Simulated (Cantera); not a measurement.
**Carbon deposition, reforming and gasification: CO + NH₃ + N₂**

A closed system holds: 1 mol CO, 0.39 mol NH₃, 20 mol N₂, at 2125 °C and 0.133 bar.

These are equilibrium values from Cantera (NASA tables, ideal gas, pure condensed phases), not measurements of a reactor. Candidate condensed phases: C, C₆H₆, C₇H₈, C₈H₁₈, H₂O; 136 gas species. Kinetics and transport are ignored.

```
Quantity                                    Value
--------------------------------------  ---------
x(N₂)                                       0.924
x(CO)                                      0.0458
x(H₂)                                      0.0235
x(H)                                      0.00661
x(HCN)                                    6.76e-6
x(H₂O)                                    5.36e-6
x(CO₂)                                    1.77e-6
gas amount                              21.85 mol
log10 activity of C(graphite) (absent)      -3.07
```
